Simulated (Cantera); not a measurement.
Charge: 1 mol BN, 8.3 mol HCl, 8.8 mol H₂, at 1002 °C and 0.133 bar.

Equilibrium computed with Cantera from the NASA thermochemical tables; the gas is ideal and each condensed phase is pure. Candidate condensed phases: B, BN, NH₄Cl; 21 gas species. Gases not in the tables: BHCl₂. Equilibrium is a limit: real reactors are often held back by kinetics, nucleation or transport.

Base state: H₂ 0.516, HCl 0.483, BCl₃ 0.000668, N₂ 0.000334 (mole fractions); condensed: BN(s).

### Question
What changes in the equilibrium state with this change: HCl from 8.3 to 98 mol?

### Answer
```
species       before    after
----------  --------  -------
HCl            0.483    0.890
H₂             0.516   0.0964
BCl₃        0.000668  0.00936
N₂          0.000334  0.00468
BN(s), mol     0.989        0
```

### Question
What changes in the equilibrium state with this change: temperature from 1002 °C to 1550 °C?

### Answer
```json
[
 {"species": "H₂", "before": "0.516", "after": "0.524"},
 {"species": "HCl", "before": "0.483", "after": "0.461"},
 {"species": "BCl₃", "before": "0.000668", "after": "0.00641"},
 {"species": "BCl", "before": "5.25e-9", "after": "0.00112"},
 {"species": "BCl₂", "before": "1.78e-7", "after": "0.00104"},
 {"species": "BN(s), mol", "before": "0.989", "after": "0.853"}
]
```
The tables' values for BCl, BCl₂ are old estimates; treat these amounts as uncertain.
